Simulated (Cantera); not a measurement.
**Thermodynamics of silicon etching in halogen gases, feed Si + NF3**

A closed system holds: 1 mol Si, 3.4 mol NF3, equilibrated at 1098.15 K and 1.00 bar.

Cantera equilibrium calculation (NASA polynomials, part measured and part estimated; ideal gas, pure solids and liquids). Candidate condensed phases: Si, Si3N4; 16 gas species. Kinetics and transport are ignored.

| Item | Value |
|---|---|
| x(F2) | 0.405 |
| x(N2) | 0.268 |
| x(SiF4) | 0.162 |
| x(F) | 0.152 |
| x(NF3) | 0.0136 |
| x(NF2) | 1.24e-5 |
| gas amount | 6.184 mol |
| log10 activity of Si(s) (absent) | -69.32 |
